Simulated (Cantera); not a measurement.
Mixture: CH₄ : O₂ : N₂ = 1 : 3.03 : 11.4 (molar parts), equivalence ratio 0.66, at 9.87 atm, adiabatic and at constant pressure. Ignition delay is the time to a rise of 400 K.

Computed with Cantera and GRI-Mech 3.0 (53 species, 325 reactions).

Problem. Predict: delay at 1000 K; delay at 1075 K; delay at 1150 K; delay at 1225 K; delay at 1300 K; delay at 1375 K; apparent activation energy between 1225 and 1375 K.

Solution. 
```
Quantity                                                 Value
--------------------------------------------------  ----------
delay at 1000 K                                        74.1 ms
delay at 1075 K                                        21.6 ms
delay at 1150 K                                        7.48 ms
delay at 1225 K                                        2.90 ms
delay at 1300 K                                        1.22 ms
delay at 1375 K                                       0.543 ms
apparent activation energy between 1225 and 1375 K  160 kJ/mol
```
